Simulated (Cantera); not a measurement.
Input: 1 mol Al, 0.15 mol O2, 83 mol N2, 0.17 mol CO2, at 898 K and 400 Pa.

Equilibrium computed with Cantera from the NASA thermochemical tables; the gas is ideal and each condensed phase is pure. Candidate condensed phases: Al, AlN, Al2O3, C; 32 gas species. Kinetics and transport are ignored.

Base state: N2 1.000 (mole fractions); condensed: AlN(s) + Al2O3(s) + C(graphite).

**Question.** What changes in the equilibrium state with this change: CO2 from 0.17 to 15 mol?

**Answer.** 
```csv
species,before,after
N2,1.000,0.847
CO2,<1e-9,0.141
CO,2.24e-6,0.0122
"AlN(s), mol",0.573,0
"Al2O3(s), mol",0.213,0.500
"C(graphite), mol",0.170,0
```

**Question.** What changes in the equilibrium state with this change: Al replaced by Cu?

**Answer.** 
```csv
species,before,after
N2,1.000,0.998
CO2,<1e-9,0.00204
"AlN(s), mol",0.573,0
"Al2O3(s), mol",0.213,0
"C(graphite), mol",0.170,0
"Cu(s), mol",0,0.400
"Cu2O(s), mol",0,0.300
```
Further candidate phases: Cu, CuO, Cu2O.
